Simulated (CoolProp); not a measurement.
Vapour-liquid equilibrium of methanol (1) + water (2) at 35.65 °C; x and y are mole fractions of (1).

Computed with CoolProp (multi-fluid Helmholtz-energy mixture model, de Reuck 1993 and Wagner 2002; pair parameters Bell 2016).

```json
[
 {"x": "0.05", "bubble pressure, mixture model (kPa)": "8.025", "bubble pressure, Raoult's law (kPa)": "6.988", "y, mixture model": "0.300", "y, Raoult's law": "0.207"},
 {"x": "0.125", "bubble pressure, mixture model (kPa)": "10.82", "bubble pressure, Raoult's law (kPa)": "8.719", "y, mixture model": "0.517", "y, Raoult's law": "0.414"},
 {"x": "0.2", "bubble pressure, mixture model (kPa)": "13.19", "bubble pressure, Raoult's law (kPa)": "10.45", "y, mixture model": "0.632", "y, Raoult's law": "0.553"},
 {"x": "0.275", "bubble pressure, mixture model (kPa)": "15.22", "bubble pressure, Raoult's law (kPa)": "12.18", "y, mixture model": "0.704", "y, Raoult's law": "0.653"},
 {"x": "0.35", "bubble pressure, mixture model (kPa)": "16.99", "bubble pressure, Raoult's law (kPa)": "13.91", "y, mixture model": "0.754", "y, Raoult's law": "0.727"},
 {"x": "0.425", "bubble pressure, mixture model (kPa)": "18.57", "bubble pressure, Raoult's law (kPa)": "15.64", "y, mixture model": "0.794", "y, Raoult's law": "0.786"},
 {"x": "0.5", "bubble pressure, mixture model (kPa)": "20.02", "bubble pressure, Raoult's law (kPa)": "17.37", "y, mixture model": "0.826", "y, Raoult's law": "0.832"},
 {"x": "0.575", "bubble pressure, mixture model (kPa)": "21.38", "bubble pressure, Raoult's law (kPa)": "19.10", "y, mixture model": "0.854", "y, Raoult's law": "0.870"},
 {"x": "0.65", "bubble pressure, mixture model (kPa)": "22.70", "bubble pressure, Raoult's law (kPa)": "20.84", "y, mixture model": "0.881", "y, Raoult's law": "0.902"},
 {"x": "0.725", "bubble pressure, mixture model (kPa)": "23.99", "bubble pressure, Raoult's law (kPa)": "22.57", "y, mixture model": "0.906", "y, Raoult's law": "0.929"},
 {"x": "0.8", "bubble pressure, mixture model (kPa)": "25.30", "bubble pressure, Raoult's law (kPa)": "24.30", "y, mixture model": "0.931", "y, Raoult's law": "0.952"},
 {"x": "0.875", "bubble pressure, mixture model (kPa)": "26.62", "bubble pressure, Raoult's law (kPa)": "26.03", "y, mixture model": "0.956", "y, Raoult's law": "0.972"},
 {"x": "0.95", "bubble pressure, mixture model (kPa)": "27.98", "bubble pressure, Raoult's law (kPa)": "27.76", "y, mixture model": "0.982", "y, Raoult's law": "0.989"}
]
```

The largest gap from Raoult's law is +26.2 % in bubble pressure, at x = 0.2. No azeotrope shows between x = 0.05 and 0.95.

The pair parameters rest on a limited set of measurements; away from them the model extrapolates.
